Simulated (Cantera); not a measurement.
Input: 1 mol SiH₄, 4.3 mol O₃, 56 mol N₂, 0.073 mol HCl, held at 750 Torr.

Method: chemical equilibrium by Gibbs-energy minimisation in Cantera with the NASA 1993 tables (ideal gas, pure condensed phases). Candidate condensed phases: H₂O, NH₄Cl, Si, SiO₂, Si₂N₂O, Si₃N₄; 47 gas species. The tables hold silica as quartz up to 1696 K and as liquid above; real silica turns to tridymite and cristobalite and melts near 1996 K. Gases not in the tables: Si(OH)₄. Rates play no part.

log p: log10 of the partial pressure in bar; n: condensed amount in mol.

| T (K) | log p N₂ | log p O₂ | log p H₂O | log p NO | log p HCl | log p OH | n SiO₂(β-quartz) | n SiO₂(condensed) |
|---|---|---|---|---|---|---|---|---|
| 1375 | -0.05 | -1.15 | -1.49 | -3.41 | -2.94 | … | 1.00 | 0 |
| 1425 | -0.05 | -1.15 | -1.49 | -3.29 | -2.94 | … | 1.00 | 0 |
| 1475 | -0.05 | -1.15 | -1.49 | -3.17 | -2.94 | … | 1.00 | 0 |
| 1525 | -0.05 | -1.15 | -1.50 | -3.07 | -2.95 | … | 1.00 | 0 |
| 1575 | -0.05 | -1.15 | -1.50 | -2.97 | -2.95 | … | 1.00 | 0 |
| 1625 | -0.05 | -1.15 | -1.50 | -2.88 | -2.96 | … | 1.00 | 0 |
| 1675 | -0.05 | -1.15 | -1.50 | -2.79 | -2.96 | … | 1.00 | 0 |
| 1725 | -0.05 | -1.15 | -1.50 | -2.71 | -2.97 | … | 0 | 1.00 |

**Question.** Complete the blanks.

**Answer.** 
- 1375, log p OH: -4.99
- 1425, log p OH: -4.77
- 1475, log p OH: -4.57
- 1525, log p OH: -4.38
- 1575, log p OH: -4.20
- 1625, log p OH: -4.04
- 1675, log p OH: -3.88
- 1725, log p OH: -3.73
